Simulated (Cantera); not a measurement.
Source: NASA polynomial tables (part measured, part estimated), evaluated in Cantera. Values are per mole of reaction as written; species without (g) are pure solids or liquids, kept so even where they would boil at 1 bar. ZrN: taken at fixed stoichiometry.

3 N2(g) + 6 ZrO2 ⇌ 4 O3(g) + 6 ZrN

```json
[
 {"T (K)": "2225", "ΔH° (kJ)": "4952.1", "ΔS° (J/K)": "282.4", "ΔG° (kJ)": "4323.9", "log10 K": "-101.51"},
 {"T (K)": "2250", "ΔH° (kJ)": "4954.9", "ΔS° (J/K)": "283.6", "ΔG° (kJ)": "4316.8", "log10 K": "-100.21"},
 {"T (K)": "2275", "ΔH° (kJ)": "___", "ΔS° (J/K)": "___", "ΔG° (kJ)": "___", "log10 K": "___"},
 {"T (K)": "2300", "ΔH° (kJ)": "4960.8", "ΔS° (J/K)": "286.2", "ΔG° (kJ)": "4302.5", "log10 K": "-97.71"},
 {"T (K)": "2325", "ΔH° (kJ)": "4963.9", "ΔS° (J/K)": "287.6", "ΔG° (kJ)": "4295.4", "log10 K": "-96.50"},
 {"T (K)": "2350", "ΔH° (kJ)": "4967.1", "ΔS° (J/K)": "288.9", "ΔG° (kJ)": "4288.1", "log10 K": "-95.31"},
 {"T (K)": "2375", "ΔH° (kJ)": "___", "ΔS° (J/K)": "___", "ΔG° (kJ)": "___", "log10 K": "___"},
 {"T (K)": "2400", "ΔH° (kJ)": "4973.7", "ΔS° (J/K)": "291.7", "ΔG° (kJ)": "4273.6", "log10 K": "-93.01"},
 {"T (K)": "2425", "ΔH° (kJ)": "___", "ΔS° (J/K)": "___", "ΔG° (kJ)": "___", "log10 K": "___"},
 {"T (K)": "2450", "ΔH° (kJ)": "4980.6", "ΔS° (J/K)": "294.5", "ΔG° (kJ)": "4259.0", "log10 K": "-90.80"}
]
```

Question: Some entries are withheld; supply them.

Answer: 
- 2275, ΔH° (kJ): 4957.8
- 2275, ΔS° (J/K): 284.9
- 2275, ΔG° (kJ): 4309.7
- 2275, log10 K: -98.95
- 2375, ΔH° (kJ): 4970.3
- 2375, ΔS° (J/K): 290.3
- 2375, ΔG° (kJ): 4280.9
- 2375, log10 K: -94.15
- 2425, ΔH° (kJ): 4977.1
- 2425, ΔS° (J/K): 293.1
- 2425, ΔG° (kJ): 4266.3
- 2425, log10 K: -91.90
